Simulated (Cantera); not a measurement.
Input: 1 mol SiCl4, 0.73 mol H2, equilibrated at 550 K and 490000 Pa.

Equilibrium computed with Cantera from the NASA thermochemical tables; the gas is ideal and each condensed phase is pure. Candidate condensed phases: Si; 19 gas species. Rates play no part.

Base state: SiCl4 0.577, H2 0.421, HCl 0.00136, SiHCl3 0.00136 (mole fractions); condensed: gas only.

**Question.** What changes in the equilibrium state with this change: SiCl4 replaced by Si?

**Answer.** 
```tsv
species	before	after
H2	0.421	1.00
SiCl4	0.577	0
HCl	0.00136	0
SiHCl3	0.00136	0
Si(s), mol	0	1.00
```
